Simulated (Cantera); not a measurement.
# Diamond growth

A diamond (100) surface in a fixed gas of H2 with x(CH4) = 0.012, x(H) = 0.009, x(CH3) = 3.4e-05, at 1275 K; coverages are run to steady state.

Cantera simulation using the Harris–Goodwin 1993 mechanism for the reconstructed diamond (100) surface; the numbers are that mechanism's predictions, not measurements.

```json
[
 {"P (Pa)": "440", "growth (µm/h)": "0.0197", "θ c6HH": "0.395", "θ c6H*": "0.0465", "θ c6*H": "0.518", "θ c6**": "0.0410", "θ c6HM": "1.17e-5"},
 {"P (Pa)": "840", "growth (µm/h)": "0.0438", "θ c6HH": "0.395", "θ c6H*": "0.0465", "θ c6*H": "0.518", "θ c6**": "0.0410", "θ c6HM": "2.24e-5"},
 {"P (Pa)": "1600", "growth (µm/h)": "0.101", "θ c6HH": "0.395", "θ c6H*": "0.0465", "θ c6*H": "0.518", "θ c6**": "0.0410", "θ c6HM": "4.19e-5"},
 {"P (Pa)": "3100", "growth (µm/h)": "0.256", "θ c6HH": "0.394", "θ c6H*": "0.0465", "θ c6*H": "0.518", "θ c6**": "0.0410", "θ c6HM": "7.75e-5"},
 {"P (Pa)": "5900", "growth (µm/h)": "0.669", "θ c6HH": "0.394", "θ c6H*": "0.0466", "θ c6*H": "0.518", "θ c6**": "0.0410", "θ c6HM": "0.000135"},
 {"P (Pa)": "11000", "growth (µm/h)": "1.73", "θ c6HH": "0.394", "θ c6H*": "0.0466", "θ c6*H": "0.518", "θ c6**": "0.0410", "θ c6HM": "0.000219"},
 {"P (Pa)": "21000", "growth (µm/h)": "4.56", "θ c6HH": "0.394", "θ c6H*": "0.0468", "θ c6*H": "0.517", "θ c6**": "0.0411", "θ c6HM": "0.000332"},
 {"P (Pa)": "41000", "growth (µm/h)": "11.6", "θ c6HH": "0.394", "θ c6H*": "0.0472", "θ c6*H": "0.517", "θ c6**": "0.0412", "θ c6HM": "0.000458"}
]
```
θ: site fractions in the mechanism's names (c6HH fully hydrogenated, c6H* and c6*H radical sites, c6** diradical, c6HM methylated).
